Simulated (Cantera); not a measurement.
# Equilibrium for silicon carbide growth: CH₃SiCl₃ + C₂H₄ + H₂

Feed: 1 mol CH₃SiCl₃, 0.03 mol C₂H₄, 4.5 mol H₂, held at 0.230 bar.

Cantera equilibrium calculation (NASA polynomials, part measured and part estimated; ideal gas, pure solids and liquids). Candidate condensed phases: C, C₆H₆, C₇H₈, C₈H₁₈, Si, SiC; 109 gas species. The feed counts by its element totals alone. The tables' values for SiCl, SiCl₃ are old estimates; treat these amounts as uncertain. Gases not in the tables: Si₂H₆ and higher silanes. Equilibrium is a limit: real reactors are often held back by kinetics, nucleation or transport.

From 727 °C to 2227 °C the condensed part is C(graphite) + SiC(s). The main Si-bearing gas is SiCl₄ at 727 °C and SiCl₂ at 2227 °C. The share of Si in condensed phases is highest at 1327 °C (90.6 %) and lowest at 727 °C (42.3 %).

| T (°C) | x H₂ | x HCl | x SiCl₄ | x SiCl₂ | x H | x CH₄ | x Cl | n C(graphite) | n SiC(s) |
|---|---|---|---|---|---|---|---|---|---|
| 727 | 0.797 | 0.105 | 0.0794 | 9.12e-6 | 4.23e-9 | 0.0140 | 5.17e-10 | 0.541 | 0.423 |
| 877 | 0.738 | 0.204 | 0.0505 | 0.000152 | 1.34e-7 | 0.00293 | 3.25e-8 | 0.434 | 0.605 |
| 1027 | 0.672 | 0.299 | 0.0234 | 0.00105 | 1.89e-6 | 0.000816 | 7.09e-7 | 0.267 | 0.787 |
| 1177 | 0.632 | 0.353 | 0.00726 | 0.00362 | 1.57e-5 | 0.000303 | 7.13e-6 | 0.168 | 0.890 |
| 1327 | 0.620 | 0.367 | 0.00180 | 0.00786 | 8.93e-5 | 0.000145 | 4.17e-5 | 0.153 | 0.906 |
| 1477 | 0.621 | 0.362 | 0.000463 | 0.0134 | 0.000382 | 8.10e-5 | 0.000172 | 0.178 | 0.880 |
| 1627 | 0.625 | 0.351 | 0.000135 | 0.0199 | 0.00131 | 5.05e-5 | 0.000555 | 0.219 | 0.837 |
| 1777 | 0.629 | 0.337 | 4.47e-5 | 0.0269 | 0.00375 | 3.39e-5 | 0.00149 | 0.263 | 0.787 |
| 1927 | 0.630 | 0.320 | 1.63e-5 | 0.0338 | 0.00932 | 2.40e-5 | 0.00345 | 0.303 | 0.732 |
| 2077 | 0.625 | 0.301 | 6.39e-6 | 0.0399 | 0.0206 | 1.75e-5 | 0.00709 | 0.336 | 0.667 |
| 2227 | 0.607 | 0.276 | 2.61e-6 | 0.0443 | 0.0409 | 1.27e-5 | 0.0131 | 0.373 | 0.556 |
x: gas mole fraction; n: condensed amount in mol.
